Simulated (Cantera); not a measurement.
A Cantera script and its output.

```python
import numpy as np
import cantera as ct

gas = ct.Solution("gri30.yaml")
gas.TPX = 1323, 42000, {'H2': 1, 'O2': 0.217, 'N2': 0.817}
reactor = ct.IdealGasReactor(gas, energy="on", clone=False)
net = ct.ReactorNet([reactor])
net.rtol, net.atol = 1e-08, 1e-16
show = ['H2', 'O2', 'HO2', 'NO2', 'H2O2', 'NO', 'N2O']
times = np.geomspace(1e-06, 4, 16)

steps = ct.SolutionArray(gas, extra=["t"])
rows = []
print(f"{'t/s':>10s}{'T/K':>9s}{'P/Pa':>11s}" + "".join(f"{s:>11s}" for s in show))
for t in times:
    while net.time < t:
        t_next = net.step()
        steps.append(gas.state, t=t_next)
    rows.append([np.interp(t, steps.t, y) for y in (steps.T, steps.P, *steps(*show).X.T)])
    print(f"{t:10.3e}{rows[-1][0]:9.1f}{rows[-1][1]:11.4g}" + "".join(f"{x:11.3e}" for x in rows[-1][2:]))
rate = np.gradient(steps.T, steps.t)
print("integrator steps:", len(steps.t))
if steps.T.max() > steps.T[0] + 200:
    print(f"time of steepest temperature rise: {steps.t[rate.argmax()]:.4e} s")
gas.TPX = 1323, 42000, {'H2': 1, 'O2': 0.217, 'N2': 0.817}
gas.equilibrate("UV")
print(f"equilibrium (UV): T = {gas.T:.1f} K  " + "  ".join(f"{s} {gas[s].X[0]:.3e}" for s in show))
```

Output:

```
       t/s      T/K       P/Pa         H2         O2        HO2        NO2       H2O2         NO        N2O
 1.000e-06   1323.0    4.2e+04  4.916e-01  1.067e-01  1.252e-08  3.247e-28  2.087e-11  1.158e-20  1.715e-16
 2.755e-06   1323.0    4.2e+04  4.916e-01  1.067e-01  3.463e-08  3.738e-26  1.573e-10  1.838e-19  9.901e-16
 7.591e-06   1323.0    4.2e+04  4.916e-01  1.067e-01  9.779e-08  4.782e-24  1.180e-09  3.294e-18  7.853e-15
 2.091e-05   1323.0    4.2e+04  4.916e-01  1.067e-01  4.002e-07  2.811e-21  9.946e-09  3.301e-16  1.544e-13
 5.762e-05   1350.6  4.285e+04  4.633e-01  9.601e-02  1.903e-05  1.245e-13  3.570e-07  3.456e-09  4.374e-10
 1.587e-04   2330.5  7.017e+04  2.577e-01  1.070e-03  4.736e-07  1.676e-10  6.926e-08  1.860e-05  5.162e-09
 4.373e-04   2732.4  8.002e+04  2.837e-01  3.541e-04  3.078e-07  2.557e-09  4.216e-08  1.217e-04  2.305e-08
 1.205e-03   2775.0  8.101e+04  2.868e-01  2.887e-04  2.739e-07  1.001e-08  4.054e-08  4.369e-04  2.959e-08
 3.320e-03   2773.2  8.097e+04  2.873e-01  2.831e-04  2.687e-07  1.967e-08  3.996e-08  8.663e-04  3.461e-08
 9.146e-03   2772.8  8.095e+04  2.874e-01  2.818e-04  2.675e-07  2.193e-08  3.982e-08  9.678e-04  3.627e-08
 2.520e-02   2772.8  8.095e+04  2.874e-01  2.818e-04  2.675e-07  2.194e-08  3.982e-08  9.684e-04  3.628e-08
 6.942e-02   2772.8  8.095e+04  2.874e-01  2.818e-04  2.675e-07  2.194e-08  3.982e-08  9.684e-04  3.628e-08
 1.913e-01   2772.8  8.095e+04  2.874e-01  2.818e-04  2.675e-07  2.194e-08  3.982e-08  9.684e-04  3.628e-08
 5.270e-01   2772.8  8.095e+04  2.874e-01  2.818e-04  2.675e-07  2.194e-08  3.982e-08  9.684e-04  3.628e-08
 1.452e+00   2772.8  8.095e+04  2.874e-01  2.818e-04  2.675e-07  2.194e-08  3.982e-08  9.684e-04  3.628e-08
 4.000e+00   2772.8  8.095e+04  2.874e-01  2.818e-04  2.675e-07  2.194e-08  3.982e-08  9.684e-04  3.628e-08
integrator steps: 1232
time of steepest temperature rise: 6.7279e-05 s
equilibrium (UV): T = 2772.8 K  H2 2.874e-01  O2 2.818e-04  HO2 2.675e-07  NO2 2.194e-08  H2O2 3.982e-08  NO 9.684e-04  N2O 3.628e-08
```

Cantera simulation using GRI-Mech 3.0 (53 species, 325 reactions); the numbers are that mechanism's predictions, not measurements.
